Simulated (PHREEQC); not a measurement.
A solution holds 0.21 mol/kgw FeSO4, 0.0018 mol/kgw MgSO4 and 0.0018 mol/kgw H2SO4, at 20 °C. Closed to the air; pH follows from the charge balance.

All values are PHREEQC results (ion-association model, wateq4f.dat), not measurements.

**Question.** The ionic strength comes out as 0.441 mol/kgw. What activity coefficients do FeHSO4+, H+, Fe+2, HSO4-, SO4-2 get?

**Answer.** FeHSO4+ 0.73, H+ 0.77, Fe+2 0.26, HSO4- 0.68, SO4-2 0.22.

This is a speciation only: nothing precipitates in the calculation. Species that the database lacks are ignored.
